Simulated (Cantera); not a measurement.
What does this Cantera script print?

```python
import numpy as np
import cantera as ct

gas = ct.Solution("gri30.yaml", transport_model="multicomponent")
show = ['H2', 'H2O', 'CH4']

rows = []
print(f"{'T/K':>7s}{'rho':>11s}{'cp':>10s}{'mu':>11s}{'lambda':>11s}{'Pr':>7s}" + "".join(f"{'D_' + s:>11s}" for s in show))
for T in [400, 650, 900, 1150, 1400, 1650, 1900, 2150]:
    gas.TPX = T, 101325, {'C2H2': 0.23, 'N2': 0.72}
    Pr = gas.cp_mass * gas.viscosity / gas.thermal_conductivity
    D = [gas.mix_diff_coeffs_mole[gas.species_index(s)] for s in show]
    rows.append([gas.density, gas.cp_mass, gas.viscosity, gas.thermal_conductivity, Pr, *D])
    print(f"{T:7g}{gas.density:11.4e}{gas.cp_mass:10.1f}{gas.viscosity:11.4e}"
          f"{gas.thermal_conductivity:11.4e}{Pr:7.3f}" + "".join(f"{d:11.4e}" for d in D))
print("SI units: kg/m3, J/kg/K, Pa s, W/m/K, m2/s")
```

Result:

```
    T/K        rho        cp         mu     lambda     Pr       D_H2      D_H2O      D_CH4
    400 8.3891e-01    1249.0 1.9764e-05 3.3649e-02  0.734 1.1991e-04 3.6832e-05 3.5241e-05
    650 5.1625e-01    1359.6 2.8024e-05 5.1854e-02  0.735 2.7115e-04 9.1245e-05 8.1828e-05
    900 3.7285e-01    1462.7 3.4965e-05 6.9560e-02  0.735 4.6617e-04 1.6338e-04 1.4208e-04
   1150 2.9180e-01    1544.1 4.1145e-05 8.6347e-02  0.736 7.0019e-04 2.5064e-04 2.1440e-04
   1400 2.3969e-01    1605.9 4.6811e-05 1.0212e-01  0.736 9.7004e-04 3.5144e-04 2.9773e-04
   1650 2.0337e-01    1653.7 5.2103e-05 1.1702e-01  0.736 1.2734e-03 4.6473e-04 3.9135e-04
   1900 1.7661e-01    1690.4 5.7102e-05 1.3108e-01  0.736 1.6083e-03 5.8975e-04 4.9469e-04
   2150 1.5608e-01    1718.7 6.1865e-05 1.4439e-01  0.736 1.9734e-03 7.2594e-04 6.0728e-04
SI units: kg/m3, J/kg/K, Pa s, W/m/K, m2/s
```

Detailed kinetics in Cantera: GRI-Mech 3.0 (53 species, 325 reactions). The composition is frozen, though it would react at the higher temperatures.
